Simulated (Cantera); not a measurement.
An isothermal, constant-pressure homogeneous reactor starts with NO : N2 = 1 : 1.9 (molar parts), at 1475 K and 1.18 atm.

Cantera simulation using GRI-Mech 3.0 (53 species, 325 reactions); the numbers are that mechanism's predictions, not measurements.

Q: Predict: x(NO) at 30.0 s; x(NO2) at 30.0 s; x(O) at 30.0 s; x(N2O) at 30.0 s; x(O2) at 30.0 s; x(N2) at 30.0 s.

A: 
| Item | Value |
|---|---|
| x(NO) at 30.0 s | 0.295 (gas-phase equilibrium 0.00101) |
| x(NO2) at 30.0 s | 0.000647 (gas-phase equilibrium 5.76e-6) |
| x(O) at 30.0 s | 4.25e-7 (gas-phase equilibrium 1.09e-6) |
| x(N2O) at 30.0 s | 2.90e-5 (gas-phase equilibrium 6.98e-8) |
| x(O2) at 30.0 s | 0.0241 (gas-phase equilibrium 0.172) |
| x(N2) at 30.0 s | 0.680 (gas-phase equilibrium 0.827) |
